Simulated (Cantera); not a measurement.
An adiabatic, constant-volume homogeneous reactor starts with 2.34 % C3H8, 20.5 % O2, 77.2 % N2, equivalence ratio 0.57, at 1350 K and 760 Torr.

Detailed kinetics in Cantera: GRI-Mech 3.0 (53 species, 325 reactions). GRI-Mech 3.0 was tuned for natural gas; its chemistry of propane as a main component is partial and can be far from experiment.

x: mole fraction; the columns are a selection and need not sum to one.

| t (s) | T (K) | P (bar) | x C3H8 | x O2 | x NO | x C2H6 | x O |
|---|---|---|---|---|---|---|---|
| 2.00e-6 | 1350 | 1.01 | 0.0234 | 0.205 | <1e-12 | … | 8.92e-8 |
| 1.00e-5 | 1349 | 1.01 | 0.0233 | 0.205 | <1e-12 | … | 2.08e-7 |
| 5.03e-5 | 1348 | 1.01 | 0.0227 | 0.205 | <1e-12 | … | 6.01e-7 |
| 0.000252 | 1358 | 1.03 | 0.0178 | 0.201 | 2.76e-12 | … | 1.96e-6 |
| 0.00126 | 2636 | 2.05 | <1e-12 | 0.0834 | 0.00420 | <1e-12 | 0.00557 |
| 0.00633 | 2620 | 2.04 | <1e-12 | 0.0785 | 0.0146 | <1e-12 | 0.00502 |
| 0.0317 | 2617 | 2.04 | <1e-12 | 0.0776 | 0.0165 | <1e-12 | 0.00493 |
| 0.159 | 2617 | 2.04 | <1e-12 | 0.0776 | 0.0165 | <1e-12 | 0.00493 |
| 0.798 | 2617 | 2.04 | <1e-12 | 0.0776 | 0.0165 | <1e-12 | 0.00493 |
| 4.00 | 2617 | 2.04 | <1e-12 | 0.0776 | 0.0165 | <1e-12 | 0.00493 |

### Question
Complete the blanks.

### Answer

- 2.00e-6, x C2H6: 1.73e-9
- 1.00e-5, x C2H6: 3.48e-7
- 5.03e-5, x C2H6: 5.47e-5
- 0.000252, x C2H6: 0.00102
